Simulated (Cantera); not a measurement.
A closed system holds: 1 mol Si3N4, 0.074 mol N2, at 1277 °C and 7.50 Torr.

Method: chemical equilibrium by Gibbs-energy minimisation in Cantera with the NASA 1993 tables (ideal gas, pure condensed phases). Candidate condensed phases: Si, Si3N4; 7 gas species. Equilibrium is a limit: real reactors are often held back by kinetics, nucleation or transport.

Base state: N2 1.00 (mole fractions); condensed: Si3N4(s).

Q: What changes in the equilibrium state with this change: temperature from 1277 °C to 2677 °C?

A: 
```
species         before     after
-------------  -------  --------
Si             1.77e-7     0.587
N2                1.00     0.409
SiN            1.85e-8   0.00213
Si2              <1e-9   0.00195
Si2N           1.56e-9  0.000104
N                <1e-9   6.42e-5
Si3N4(s), mol     1.00         0
```
The tables' values for SiN are old estimates; treat these amounts as uncertain.

Q: What changes in the equilibrium state with this change: 0.017 mol H2O added?

A: 
| species | before | after |
|---|---|---|
| N2 | 1.00 | 0.824 |
| H2 | 0 | 0.176 |
| H | 0 | 0.000132 |
| SiO | 0 | 6.90e-5 |
| Si3N4(s), mol | 1.00 | 0.989 |
| Si2N2O(s), mol | 0 | 0.0170 |
Mutual solubility and eutectic melting of coexisting phases are not modelled. Further candidate phases: H2O, SiO2, Si2N2O.
